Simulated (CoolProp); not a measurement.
Computed with CoolProp (reference Helmholtz-energy equation of state, Lemmon 2006). It is a short technical equation, of lower accuracy than the large ones.

Question: Give the vapour pressure (kPa), liquid density (kg/m³), enthalpy of vaporisation (kJ/kg), surface tension (mN/m) of saturated R141b at 335.7, 396.9, 417.2 K.

Answer: 
```json
[
 {"T (K)": "335.7", "p (kPa)": "265", "liquid density (kg/m³)": "1160", "enthalpy of vaporisation (kJ/kg)": "207", "surface tension (mN/m)": "13.7"},
 {"T (K)": "396.9", "p (kPa)": "1110", "liquid density (kg/m³)": "1010", "enthalpy of vaporisation (kJ/kg)": "168", "surface tension (mN/m)": "6.89"},
 {"T (K)": "417.2", "p (kPa)": "1620", "liquid density (kg/m³)": "950", "enthalpy of vaporisation (kJ/kg)": "150", "surface tension (mN/m)": "4.85"}
]
```

Surface tension comes from a separate correlation (Mulero 2012).
